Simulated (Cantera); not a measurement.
Cantera run:

```python
import numpy as np
import cantera as ct

gas_names = """
    CL CL2 N N2 Si SiCL SiCL2 SiCL3 SiCL4 SiN Si2 Si2N Si3
""".split()
cond_names = """
    Si(cr) Si(L) Si3N4(a)
""".split()


# ... load() reads the species with a 1 bar reference pressure and builds the phases ...
atoms = {
    'SiCl4': {'Si': 1, 'CL': 4},
    'N2': {'N': 2},
}
top_T = {'Si3N4(a)': 2400}  # K; cautious upper limits of use, not melting points


# ... equilibrate(T, P, feed) seeds the gas with the atoms and calls Mixture.equilibrate('TP', solver="vcs", rtol=1e-11, max_steps=5000) ...
results = []
feed = {'SiCl4': 1, 'N2': 53}  # mol
T = 1625  # K
for P in [5, 15, 45, 140, 410, 1200, 3700, 11000, 33000, 100000]:
    mix = equilibrate(T, P, feed)
    results.append((T, P, feed, dict(zip(mix.species_names, mix.species_moles))))

top = {s: max(r[3][s] / sum(r[3][g] for g in gas_names) for r in results) for s in gas_names}
cols = sorted((s for s in top if top[s] > 1e-05), key=lambda s: -top[s])[:6]
seen = [c for c in cond_names if any(r[3].get(c, 0) > 1e-12 for r in results)]
print("log10 of partial pressures in bar; condensed amounts in mol")
print(f"{'P/Pa':>10s}" + "".join(f"{s[:9]:>10s}" for s in cols + seen))
for T, P, feed, n in results:
    ng = sum(n[g] for g in gas_names)
    print(f"{P:10.4g}" + "".join(f"{np.log10(max(n[s] / ng * P / 1e5, 1e-99)):10.3f}" for s in cols)
          + "".join(f"{n.get(c, 0):10.4g}" for c in seen))
```

It prints:

```
log10 of partial pressures in bar; condensed amounts in mol
      P/Pa        N2        CL     SiCL4     SiCL2     SiCL3       CL2
         5    -4.325    -5.757    -8.554    -6.066    -7.493    -9.723
        15    -3.847    -5.302    -7.203    -5.625    -6.597    -8.813
        45    -3.367    -4.895    -6.016    -5.251    -5.817    -8.000
       140    -2.871    -4.562    -5.069    -4.973    -5.204    -7.332
       410    -2.401    -4.308    -4.380    -4.790    -4.768    -6.825
      1200    -1.932    -4.084    -3.797    -4.655    -4.409    -6.377
      3700    -1.442    -3.861    -3.243    -4.548    -4.079    -5.931
   1.1e+04    -0.968    -3.647    -2.736    -4.469    -3.786    -5.503
   3.3e+04    -0.490    -3.429    -2.240    -4.408    -3.507    -5.067
     1e+05    -0.008    -3.208    -1.748    -4.359    -3.236    -4.624
```

Equilibrium computed with Cantera from the NASA thermochemical tables; the gas is ideal and each condensed phase is pure. The tables' values for SiCl3 are old estimates; treat these amounts as uncertain.
